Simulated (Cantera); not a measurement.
A Cantera script and its output.

```python
import numpy as np
import cantera as ct

gas = ct.Solution("gri30.yaml")
gas.TPX = 1300, 100000, {'CH4': 1, 'C2H6': 0.14, 'C3H8': 0.46, 'O2': 6.39, 'N2': 24}
reactor = ct.IdealGasReactor(gas, energy="on", clone=False)
net = ct.ReactorNet([reactor])
net.rtol, net.atol = 1e-08, 1e-16
show = ['CH4', 'C2H6', 'C3H8', 'CH2CO', 'H2', 'NO2']
times = np.geomspace(4e-06, 0.1, 12)

steps = ct.SolutionArray(gas, extra=["t"])
rows = []
print(f"{'t/s':>10s}{'T/K':>9s}{'P/Pa':>11s}" + "".join(f"{s:>11s}" for s in show))
for t in times:
    while net.time < t:
        t_next = net.step()
        steps.append(gas.state, t=t_next)
    rows.append([np.interp(t, steps.t, y) for y in (steps.T, steps.P, *steps(*show).X.T)])
    print(f"{t:10.3e}{rows[-1][0]:9.1f}{rows[-1][1]:11.4g}" + "".join(f"{x:11.3e}" for x in rows[-1][2:]))
rate = np.gradient(steps.T, steps.t)
print("integrator steps:", len(steps.t))
if steps.T.max() > steps.T[0] + 200:
    print(f"time of steepest temperature rise: {steps.t[rate.argmax()]:.4e} s")
gas.TPX = 1300, 100000, {'CH4': 1, 'C2H6': 0.14, 'C3H8': 0.46, 'O2': 6.39, 'N2': 24}
gas.equilibrate("UV")
print(f"equilibrium (UV): T = {gas.T:.1f} K  " + "  ".join(f"{s} {gas[s].X[0]:.3e}" for s in show))
```

Result:

```
       t/s      T/K       P/Pa        CH4       C2H6       C3H8      CH2CO         H2        NO2
 4.000e-06   1300.0      1e+05  3.126e-02  4.376e-03  1.438e-02  4.211e-12  4.513e-07  5.110e-22
 1.004e-05   1299.9  9.999e+04  3.126e-02  4.375e-03  1.437e-02  1.110e-10  1.880e-06  3.313e-20
 2.522e-05   1299.7  9.998e+04  3.126e-02  4.372e-03  1.435e-02  1.834e-09  6.500e-06  1.116e-18
 6.331e-05   1299.4  9.997e+04  3.124e-02  4.362e-03  1.427e-02  4.350e-08  2.930e-05  3.659e-17
 1.590e-04   1299.9  1.001e+05  3.113e-02  4.346e-03  1.389e-02  1.204e-06  1.634e-04  1.310e-15
 3.991e-04   1305.3  1.006e+05  3.075e-02  4.342e-03  1.259e-02  1.918e-05  7.146e-04  3.036e-14
 1.002e-03   2756.7  2.212e+05  2.136e-16  3.683e-31  1.631e-45  4.407e-18  6.203e-03  7.526e-07
 2.516e-03   2748.3  2.203e+05  2.200e-16  3.694e-31  1.688e-45  4.127e-18  6.066e-03  6.244e-06
 6.318e-03   2744.2  2.199e+05  2.205e-16  3.705e-31  1.696e-45  4.062e-18  6.060e-03  7.631e-06
 1.586e-02   2744.1  2.199e+05  2.205e-16  3.705e-31  1.696e-45  4.061e-18  6.060e-03  7.655e-06
 3.983e-02   2744.1  2.199e+05  2.205e-16  3.705e-31  1.696e-45  4.061e-18  6.060e-03  7.655e-06
 1.000e-01   2744.1  2.199e+05  2.205e-16  3.705e-31  1.696e-45  4.061e-18  6.060e-03  7.655e-06
integrator steps: 1910
time of steepest temperature rise: 8.6325e-04 s
equilibrium (UV): T = 2744.1 K  CH4 3.047e-16  C2H6 6.697e-31  C3H8 3.305e-45  CH2CO 4.600e-18  H2 6.060e-03  NO2 7.655e-06
```

Detailed kinetics in Cantera: GRI-Mech 3.0 (53 species, 325 reactions). GRI-Mech 3.0 was tuned for natural gas; its chemistry of propane as a main component is partial and can be far from experiment.
